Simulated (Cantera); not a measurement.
A closed system holds: 1 mol N2O, 0.36 mol H2O, 0.062 mol H2, held at 2023.15 K and 1130 Torr.

Equilibrium computed with Cantera from the NASA thermochemical tables; the gas is ideal and each condensed phase is pure. Candidate condensed phases: H2O; 24 gas species. The numbers say what is thermodynamically allowed, not how fast it happens.

Base state: N2 0.525, O2 0.243, H2O 0.221, NO 0.00716, OH 0.00319, O 0.000321, H2 0.000126, H 1.74e-5 (mole fractions); condensed: gas only.

**Question.** What changes in the equilibrium state with this change: 0.0097 mol Cl2 added?

**Answer.** 
```csv
species,before,after
N2,0.525,0.521
O2,0.243,0.244
H2O,0.221,0.215
HCl,0,0.00919
Cl,0,0.000960
H2,0.000126,0.000122
```
Further candidate phases: NH4Cl.
